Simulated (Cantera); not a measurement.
**Diamond growth**

A diamond (100) surface in a fixed gas of H2 with x(CH4) = 0.0032, x(H) = 0.025, at 925 K, 18.0 Torr; coverages are run to steady state.

Cantera simulation using the Harris–Goodwin 1993 mechanism for the reconstructed diamond (100) surface; the numbers are that mechanism's predictions, not measurements.

```csv
x(CH3),growth (µm/h),θ c6HH,θ c6H*,θ c6*H,θ c6**,θ c6HM
1e-06,0.00872,0.667,0.0123,0.315,0.00549,3.02e-5
2.3e-06,0.0201,0.667,0.0123,0.315,0.00549,6.95e-5
5.3e-06,0.0462,0.667,0.0123,0.315,0.00549,0.000160
1.2e-05,0.105,0.667,0.0123,0.315,0.00549,0.000362
2.8e-05,0.244,0.667,0.0123,0.314,0.00549,0.000845
6.4e-05,0.557,0.666,0.0123,0.314,0.00548,0.00193
0.00015,1.30,0.664,0.0123,0.313,0.00545,0.00450
0.00034,2.92,0.659,0.0122,0.311,0.00540,0.0101
0.00078,6.59,0.648,0.0120,0.305,0.00529,0.0228
```
θ: site fractions in the mechanism's names (c6HH fully hydrogenated, c6H* and c6*H radical sites, c6** diradical, c6HM methylated).
